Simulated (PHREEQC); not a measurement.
Synthetic water in mg/L, 25 °C, pH 3.37, pe 12.2:

```json
[
 {"constituent": "Na", "mg/L": "351"},
 {"constituent": "K", "mg/L": "8.72"},
 {"constituent": "Ca", "mg/L": "547"},
 {"constituent": "Mg", "mg/L": "263"},
 {"constituent": "Cl", "mg/L": "522"},
 {"constituent": "S(6) as SO4", "mg/L": "2480"},
 {"constituent": "F", "mg/L": "1.07"}
]
```

Valence states are taken as typed.

Computed with PHREEQC (ion-association model, phreeqc.dat).

| Property | Result |
|---|---|
| ionic strength | 0.0801 mol/kgw |
| specific conductance | 4950 µS/cm |
| density | 1.001 g/cm³ |
| total alkalinity | -0.886 meq/kg |
| charge-balance error | -1.2 % |

```csv
species,molality,activity,log γ
SO4-2,0.0164,0.00656,-0.397
Na+,0.0149,0.0118,-0.098
Cl-,0.0148,0.0116,-0.107
Ca+2,0.00927,0.00386,-0.381
Mg+2,0.00658,0.00283,-0.366
CaSO4,0.00442,0.00450,0.008
MgSO4,0.00428,0.00436,0.008
H+,0.000511,0.000427,-0.079
NaSO4-,0.000486,0.000389,-0.096
HSO4-,0.000343,0.000272,-0.100
K+,0.000214,0.000167,-0.108
F-,3.37e-5,2.62e-5,-0.109
HF,1.65e-5,1.68e-5,0.008
CaHSO4+,1.59e-5,1.26e-5,-0.100
```

This is a speciation only: nothing precipitates in the calculation.
